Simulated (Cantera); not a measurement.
An adiabatic, constant-pressure homogeneous reactor starts with CO : H2 : CH4 : O2 : N2 = 1 : 0.7 : 0.053 : 1.31 : 4.92 (molar parts), at 1200 K and 0.365 atm. Integrator tolerance rtol = 1e-08.

Cantera simulation using GRI-Mech 3.0 (53 species, 325 reactions); the numbers are that mechanism's predictions, not measurements.

### Question
What does this change do: initial temperature 1200 to 1625 K?

### Answer
| quantity | before | after |
|---|---|---|
| time of steepest temperature rise | 0.167 ms | 33.7 µs |
| temperature at 0.100 s | 2516 K | 2657 K |
| equilibrium temperature | 2516 K | 2657 K |
| x(CO) at 0.100 s | 0.0317 (gas-phase equilibrium 0.0317) | 0.0498 (gas-phase equilibrium 0.0498) |
| x(H2) at 0.100 s | 0.00441 (gas-phase equilibrium 0.00441) | 0.00722 (gas-phase equilibrium 0.00722) |
| x(CH4) at 0.100 s | <1e-12 (gas-phase equilibrium <1e-12) | <1e-12 (gas-phase equilibrium <1e-12) |
| x(OH) at 0.100 s | 0.0138 (gas-phase equilibrium 0.0138) | 0.0201 (gas-phase equilibrium 0.0201) |
| x(CH2O) at 0.100 s | 2.07e-11 (gas-phase equilibrium 2.07e-11) | 5.34e-11 (gas-phase equilibrium 5.34e-11) |
| x(H2O) at 0.100 s | 0.0972 (gas-phase equilibrium 0.0972) | 0.0873 (gas-phase equilibrium 0.0873) |

### Question
What does this change do: pressure from 0.365 atm to 7.40 atm?

### Answer
| quantity | before | after |
|---|---|---|
| time of steepest temperature rise | 0.167 ms | 32.4 µs |
| temperature at 0.100 s | 2516 K | 2671 K |
| equilibrium temperature | 2516 K | 2671 K |
| x(CO) at 0.100 s | 0.0317 (gas-phase equilibrium 0.0317) | 0.0182 (gas-phase equilibrium 0.0182) |
| x(H2) at 0.100 s | 0.00441 (gas-phase equilibrium 0.00441) | 0.00223 (gas-phase equilibrium 0.00223) |
| x(CH4) at 0.100 s | <1e-12 (gas-phase equilibrium <1e-12) | <1e-12 (gas-phase equilibrium <1e-12) |
| x(OH) at 0.100 s | 0.0138 (gas-phase equilibrium 0.0138) | 0.0102 (gas-phase equilibrium 0.0102) |
| x(CH2O) at 0.100 s | 2.07e-11 (gas-phase equilibrium 2.07e-11) | 1.22e-10 (gas-phase equilibrium 1.22e-10) |
| x(H2O) at 0.100 s | 0.0972 (gas-phase equilibrium 0.0972) | 0.104 (gas-phase equilibrium 0.104) |
